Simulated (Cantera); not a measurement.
A freely propagating, adiabatic, planar premixed flame of H₂ : O₂ : N₂ = 1 : 0.333 : 1.25 (molar parts), equivalence ratio 1.5, unburnt at 648 K and 1.60 bar; mixture-averaged transport, grid criteria slope 0.08 and curve 0.16, no radiation.

Cantera simulation using the H2/O2 subset of GRI-Mech 3.0, which has no nitrogen chemistry; the numbers are that mechanism's predictions, not measurements. Burning velocities carry a grid error of a few per cent, more on coarse grids.

Question: Predict: laminar burning velocity; thermal thickness; peak x(O); peak x(H₂O₂); peak x(H).

Answer: 
```
Item                          Value
------------------------  ---------
laminar burning velocity  1060 cm/s
thermal thickness          0.255 mm
peak x(O)                   0.00747
peak x(H₂O₂)                1.26e-5
peak x(H)                    0.0855
```
